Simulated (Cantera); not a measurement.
Equilibrium for silicon oxide and oxynitride deposition: SiH4 + CO2 + N2

Input: 1 mol SiH4, 4.2 mol CO2, a varied amount of N2, equilibrated at 252 °C and 1200 Pa.

These are equilibrium values from Cantera (NASA tables, ideal gas, pure condensed phases), not measurements of a reactor. Candidate condensed phases: C, C6H6, C7H8, C8H18, H2O, Si, SiC, SiO2, Si2N2O, Si3N4; 151 gas species. Kinetics and transport are ignored.

```tsv
n(N2) (mol)	x N2	x CO2	x H2O	x H2	x CH4	n C(graphite)	n SiO2(α-quartz)
1.1	0.203	0.444	0.296	0.0387	0.0178	1.70	1.00
2.3	0.348	0.364	0.239	0.0346	0.0142	1.70	1.00
4.9	0.531	0.262	0.168	0.0287	0.00976	1.69	1.00
10	0.696	0.170	0.105	0.0222	0.00588	1.67	1.00
22	0.833	0.0938	0.0545	0.0155	0.00286	1.64	1.00
47	0.913	0.0490	0.0261	0.0103	0.00125	1.60	1.00
99	0.956	0.0249	0.0118	0.00651	0.000503	1.55	1.00
```
x: gas mole fraction; n: condensed amount in mol.

From 1.1 mol N2 to 99 mol N2 the condensed part is C(graphite) + SiO2(α-quartz).
